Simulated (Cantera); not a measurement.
A perfectly stirred reactor is fed with CH3OH : O2 : N2 = 0.017 : 0.01 : 1 (molar parts), equivalence ratio 2.6, at 1800 Torr; it is held at 1475 K, and followed from long to short residence time.

Cantera simulation using GRI-Mech 3.0 (53 species, 325 reactions); the numbers are that mechanism's predictions, not measurements. GRI-Mech 3.0 was tuned for natural gas; its chemistry of methanol as a main component is partial and can be far from experiment.

What does this change do: N2 1 to 0.14 parts?


| quantity | before | after |
|---|---|---|
| x(CH3OH) at τ = 0.810 s | 1.27e-6 | 5.80e-6 |
| x(O2) at τ = 0.810 s | 2.08e-5 | 8.34e-5 |
| x(CO2) at τ = 0.810 s | 0.00404 | 0.0225 |
| x(C2H2) at τ = 0.810 s | 2.88e-6 | 2.27e-5 |
| x(NO) at τ = 0.810 s | 2.69e-7 | 6.67e-9 |
| x(CH3OH) at τ = 17.0 ms | 1.59e-5 | 7.75e-5 |
| x(O2) at τ = 17.0 ms | 0.000248 | 0.00100 |
| x(CO2) at τ = 17.0 ms | 0.00319 | 0.0187 |
| x(C2H2) at τ = 17.0 ms | 7.15e-6 | 5.68e-5 |
| x(NO) at τ = 17.0 ms | 9.87e-7 | 9.44e-8 |
The temperature is held fixed by assumption; the heat of reaction is taken as removed at once.
